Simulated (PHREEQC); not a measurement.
Metal-bearing waste water: speciation

Consider water at 25 °C with 0.03 mol CdCl2, 0.00011 mol NaF, 0.01 mol NaCl and 0.00076 mol H2SiF6 per kg of water. Closed to the air; pH follows from the charge balance.

Computed with PHREEQC (ion-association model, phreeqc.dat).

```yaml
pH: 2.87
ionic_strength: 0.0585 mol/kgw
density: 1.002 g/cm³
total_alkalinity: -4.56 meq/kg
```

```csv
species,molality,activity,log γ
Cl-,0.0470,0.0378,-0.095
CdCl+,0.0182,0.0148,-0.090
Na+,0.0101,0.00825,-0.088
Cd+2,0.00941,0.00409,-0.362
CdCl2,0.00230,0.00233,0.006
H+,0.00159,0.00135,-0.072
HF,0.00135,0.00137,0.006
F-,0.000847,0.000678,-0.097
SiF6-2,0.000402,0.000178,-0.353
H4SiO4,0.000358,0.000363,0.006
CdCl3-,6.83e-5,5.55e-5,-0.090
CdF+,4.30e-5,3.49e-5,-0.090
HF2-,4.40e-6,3.57e-6,-0.090
NaF,3.18e-6,3.22e-6,0.006
CdF2,5.87e-8,5.95e-8,0.006
```

No solid was allowed to form. The solution is supersaturated, for example in Quartz (slow to form), Chalcedony (slow to form), so a real one may precipitate; this is no full list. SiF6-2 is the database's only silicon fluoride.
